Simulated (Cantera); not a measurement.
Standard-state values (1 bar) from the NASA 1993 polynomials, evaluated with Cantera. Values are per mole of reaction as written; species without (g) are pure solids or liquids, kept so even where they would boil at 1 bar.

Zr + O2(g) = ZrO2(g)

| T (K) | ΔH° (kJ) | ΔS° (J/K) | ΔG° (kJ) | log10 K | condensed phases |
|---|---|---|---|---|---|
| 300 | [?] | [?] | [?] | [?] | Zr(α) |
| 1798 | -302.7 | 12.3 | -324.8 | 9.43 | Zr(β) |
| 1948 | [?] | [?] | [?] | [?] | Zr(β) |
| 2098 | -306.9 | 10.1 | -328.1 | 8.17 | Zr(β) |
| 2248 | -331.0 | -1.2 | -328.3 | 7.63 | Zr(l) |
| 2398 | -334.3 | -2.6 | -328.1 | 7.15 | Zr(l) |
| 2548 | [?] | [?] | [?] | [?] | Zr(l) |
| 2698 | [?] | [?] | [?] | [?] | Zr(l) |

What belongs in the gaps?


- 300, ΔH° (kJ): -286.2
- 300, ΔS° (J/K): 29.7
- 300, ΔG° (kJ): -295.1
- 300, log10 K: 51.38
- 1948, ΔH° (kJ): -304.6
- 1948, ΔS° (J/K): 11.2
- 1948, ΔG° (kJ): -326.5
- 1948, log10 K: 8.76
- 2548, ΔH° (kJ): -337.8
- 2548, ΔS° (J/K): -4.0
- 2548, ΔG° (kJ): -327.6
- 2548, log10 K: 6.71
- 2698, ΔH° (kJ): -341.3
- 2698, ΔS° (J/K): -5.3
- 2698, ΔG° (kJ): -326.9
- 2698, log10 K: 6.33
